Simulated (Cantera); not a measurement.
A closed system holds: 1 mol SiO₂, 0.0041 mol C, 4.7 mol H₂, 0.002 mol Si, held at 1873 K and 940 Pa.

Method: chemical equilibrium by Gibbs-energy minimisation in Cantera with the NASA 1993 tables (ideal gas, pure condensed phases). Candidate condensed phases: C, C₆H₆, C₇H₈, C₈H₁₈, H₂O, Si, SiC, SiO₂; 123 gas species. The tables hold silica as quartz up to 1696 K and as liquid above; real silica turns to tridymite and cristobalite and melts near 1996 K. Rates play no part.

Base state: H₂ 0.934, SiO 0.0301, H₂O 0.0284, H 0.00643, CO 0.000836, OH 1.52e-5 (mole fractions); condensed: SiO₂(condensed).

Task: What changes in the equilibrium state with this change: SiO₂ replaced by SiC?

Result: 
```tsv
species	before	after
H₂	0.934	0.993
H	0.00643	0.00663
C₂H₂ (acetylene)	<1e-9	0.000240
SiO	0.0301	0
H₂O	0.0284	0
Si	8.59e-9	3.54e-5
CO	0.000836	0
OH	1.52e-5	0
SiO₂(condensed), mol	0.856	0
SiC(s), mol	0	1.00
```

Task: What changes in the equilibrium state with this change: Si from 0.002 to 0.04 mol?

Result: 
```
species                 before     after
--------------------  --------  --------
H₂                       0.934     0.932
SiO                     0.0301    0.0390
H₂O                     0.0284    0.0219
OH                     1.52e-5   1.17e-5
CO                    0.000836  0.000830
H                      0.00643   0.00643
SiO₂(condensed), mol     0.856     0.848
```
